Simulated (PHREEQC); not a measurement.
A solution holds 0.012 mol K2CO3 and 0.19 mol K2SO4 per kg of water, at 25 °C. Closed to the air; pH follows from the charge balance.

Equilibrium calculation in PHREEQC: ion-association model, wateq4f.dat.

| quantity | before | after |
|---|---|---|
| pH | 10.85 | 10.58 |
| ionic strength (mol/kgw) | 0.484 | 0.109 |
| K+ (mol/kgw) | 0.344 | 0.0749 |
| CO3-2 (mol/kgw) | 0.0109 | 0.00189 |
| HCO3- (mol/kgw) | 0.00110 | 0.000507 |

Question: Which change was made?
A) temperature from 25 to 50 °C
B) K2SO4 left out
C) 0.0048 mol/kgw CsI added
D) K2SO4 from 0.19 to 0.038 mol/kgw
E) diluted 5-fold with water

Answer: E, diluted 5-fold with water

No solid was allowed to form.
